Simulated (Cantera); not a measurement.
## C2H2 + H2O (carbon deposition, reforming and gasification)

Input: 1 mol C2H2, 0.18 mol H2O, at 1 atm.

These are equilibrium values from Cantera (NASA tables, ideal gas, pure condensed phases), not measurements of a reactor. Candidate condensed phases: C, C6H6, C7H8, C8H18, H2O; 110 gas species. Kinetics and transport are ignored.

From 850 K to 2850 K the condensed part is C(graphite). The main C-bearing gas is CH4 at 850 K and CO at 2850 K.

```
T (K)   x H2     x CH4    x CO     x H2O       x H  x C2H2 (acetylene)     x CO2  n C(graphite)
-----  -----  --------  ------  --------  --------  ------------------  --------  -------------
850    0.605     0.231  0.0277     0.120  1.58e-11            5.77e-12    0.0167           1.73
1050   0.823    0.0393   0.117    0.0177   7.31e-9             3.41e-9   0.00295           1.80
1250   0.858   0.00821   0.132   0.00172   4.45e-7             2.16e-7  0.000169           1.81
1450   0.865   0.00250   0.132  0.000289   8.74e-6             4.22e-6   1.86e-5           1.82
1650   0.866   0.00101   0.132   7.48e-5   8.40e-5             3.95e-5   3.56e-6           1.82
1850   0.866  0.000498   0.132   2.60e-5  0.000498            0.000227   9.90e-7           1.82
2050   0.864  0.000282   0.132   1.12e-5   0.00210            0.000918   3.59e-7           1.82
2250   0.858  0.000177   0.132   5.58e-6   0.00683             0.00287   1.58e-7           1.81
2450   0.843  0.000117   0.131   3.09e-6    0.0183             0.00735   7.94e-8           1.80
2650   0.812   7.99e-5   0.130   1.83e-6    0.0420              0.0159   4.42e-8           1.77
2850   0.758   5.37e-5   0.127   1.11e-6    0.0841              0.0298   2.63e-8           1.73
```
x: gas mole fraction; n: condensed amount in mol.
